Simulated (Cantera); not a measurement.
# Adiabatic ignition

An adiabatic, constant-pressure homogeneous reactor starts with 10.0 % H2, 5.34 % O2, 84.4 % N2, 0.251 % NO, at 1623 K and 9.87 atm.

Model: GRI-Mech 3.0 (53 species, 325 reactions), integrated in Cantera. The hydrogen kinetics of GRI-Mech 3.0 are dated; newer H2 mechanisms differ, most at raised pressure.

```csv
t (s),T (K),x H2,x O2,x NO,x O,x N2,x H2O,x HO2
1.00e-6,1623,0.100,0.0534,0.00251,3.66e-6,0.844,3.00e-5,4.59e-6
3.98e-6,1981,0.0170,0.0113,0.00258,0.00564,0.865,0.0739,2.40e-5
1.59e-5,2243,0.00668,0.00571,0.00264,0.000856,0.883,0.0954,5.15e-6
6.32e-5,2301,0.00225,0.00394,0.00264,0.000192,0.886,0.102,1.28e-6
0.000252,2312,0.00125,0.00358,0.00264,0.000103,0.887,0.104,7.30e-7
0.00100,2312,0.00122,0.00358,0.00262,0.000101,0.887,0.104,7.20e-7
0.00399,2312,0.00122,0.00360,0.00257,0.000102,0.887,0.104,7.24e-7
0.0159,2313,0.00121,0.00367,0.00243,0.000103,0.887,0.104,7.34e-7
0.0633,2313,0.00121,0.00373,0.00230,0.000104,0.887,0.104,7.44e-7
0.252,2313,0.00120,0.00373,0.00229,0.000104,0.887,0.104,7.45e-7
1.00,2313,0.00120,0.00373,0.00229,0.000104,0.887,0.104,7.45e-7
4.00,2313,0.00120,0.00373,0.00229,0.000104,0.887,0.104,7.45e-7
```
x: mole fraction; the columns are a selection and need not sum to one.

* **time of steepest temperature rise**: 2.80 µs
* **temperature at 4.00 s**: 2313 K
* **equilibrium temperature**: 2313 K
* **x(H2) at 4.00 s**: 0.00120 (gas-phase equilibrium 0.00120)
* **x(O2) at 4.00 s**: 0.00373 (gas-phase equilibrium 0.00373)
* **x(NO) at 4.00 s**: 0.00229 (gas-phase equilibrium 0.00229)
